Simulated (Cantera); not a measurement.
# Premixed flame

A freely propagating, adiabatic, planar premixed flame of 40.8 % H2, 11.4 % O2, 42.5 % N2, 5.31 % H2O, equivalence ratio 1.8, unburnt at 500 K and 1.01 bar; mixture-averaged transport, grid criteria slope 0.08 and curve 0.16, no radiation.

Computed with Cantera and the H2/O2 subset of GRI-Mech 3.0, which has no nitrogen chemistry. Burning velocities carry a grid error of a few per cent, more on coarse grids.

```
z (mm)   T (K)  u (m/s)   x H2      x O2   x H2O     x HO2       x O      x OH
-------  -----  -------  -----  --------  ------  --------  --------  --------
-1.15      500     6.19  0.408     0.114  0.0531     <1e-8     <1e-8     <1e-8
-0.767     500     6.19  0.408     0.114  0.0531     <1e-8     <1e-8     <1e-8
-0.576     500     6.19  0.408     0.114  0.0531     <1e-8     <1e-8     <1e-8
-0.384     500     6.19  0.408     0.114  0.0531   2.44e-7     <1e-8     <1e-8
-0.192     518     6.38  0.404     0.114  0.0540  0.000228   4.86e-6   3.03e-5
-0.0959    745     8.96  0.374     0.108  0.0737  0.000278  0.000194  0.000762
0         1150     13.4  0.293    0.0793   0.142  0.000103   0.00220   0.00173
0.0959    1442     16.6  0.206    0.0300   0.237   3.34e-5   0.00387   0.00416
0.192     1580     18.1  0.173   0.00810   0.279   8.53e-6   0.00280   0.00529
0.384     1701     19.4  0.169   0.00178   0.294   1.82e-6   0.00190   0.00594
0.767     1818     20.5  0.177   0.00101   0.298   1.01e-6   0.00134   0.00595
1.53      1928     21.6  0.184  0.000580   0.303   5.89e-7  0.000798   0.00529
3.07      2018     22.5  0.190  0.000286   0.307   3.11e-7  0.000403   0.00418
```
x: mole fraction of selected species; z is measured from the peak of heat release.

```yaml
laminar_burning_velocity: 619 cm/s
thermal_thickness: 0.384 mm
peak x(HO2): 0.000420
peak x(O): 0.00391
peak x(OH): 0.00603
grid_points: 120
```
